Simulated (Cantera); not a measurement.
Input: 1 mol SO2, 7.6 mol H2, 0.22 mol N2, at 900 K and 4.10 mbar.

Equilibrium computed with Cantera from the NASA thermochemical tables; the gas is ideal and each condensed phase is pure. Candidate condensed phases: H2O, H2SO4, S; 35 gas species. Kinetics and transport are ignored.

Base state: H2 0.588, H2O 0.256, H2S 0.128, N2 0.0281, S2 5.67e-5 (mole fractions); condensed: gas only.

### Question
What changes in the equilibrium state with this change: temperature from 900 K to 1050 K?

### Answer
```
species   before    after
-------  -------  -------
H2         0.588    0.591
H2O        0.256    0.255
H2S        0.128    0.124
S2       5.67e-5  0.00164
N2        0.0281   0.0281
SH       1.75e-6  3.91e-5
```
Gases not in the tables: S3 to S7.

### Question
What changes in the equilibrium state with this change: H2 from 7.6 to 0.8 mol?

### Answer
```csv
species,before,after
H2O,0.256,0.422
SO2,3.38e-8,0.340
N2,0.0281,0.121
H2,0.588,0.00196
S2,5.67e-5,0.0956
H2S,0.128,0.0175
S2O,1.87e-9,0.00156
SO,<1e-9,1.66e-5
```
Gases not in the tables: S3 to S7.
